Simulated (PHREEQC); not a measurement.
Acid rinse or clean: speciation

A solution holds 0.047 mol HNO3, 0.02 mol CaCl2 and 4.5e-05 mol CuCl2 per kg of water, at 25 °C. Closed to the air; pH follows from the charge balance.

All values are PHREEQC results (ion-association model, wateq4f.dat), not measurements.

Each row changes one thing in this solution. No solid was allowed to form.

| case | pH | CuCl+ (mol/kgw) | SI of Tenorite (CuO) | SI of Cu(OH)2 (Cu(OH)2) |
|---|---|---|---|---|
| as made | 1.41 | 1.82e-6 | -9.57 | -10.59 |
| diluted 2-fold with water | 1.70 | 5.59e-7 | -9.21 | -10.23 |
| temperature from 25 to 10 °C | 1.41 | 8.74e-7 | -10.14 | -11.17 |
| 0.041 mol/kgw LiNO3 added | 1.42 | 1.66e-6 | -9.59 | -10.61 |
| diluted 10-fold with water | 2.37 | 3.22e-8 | -8.41 | -9.43 |
| temperature from 25 to 85 °C | 1.42 | 1.35e-5 | -7.86 | -8.88 |
| diluted 100-fold with water | 3.34 | 4.20e-10 | -7.34 | -8.36 |
| CaCl2 left out | 1.40 | 5.31e-9 | -9.49 | -10.51 |

Constants without temperature data keep their 25 °C values here.
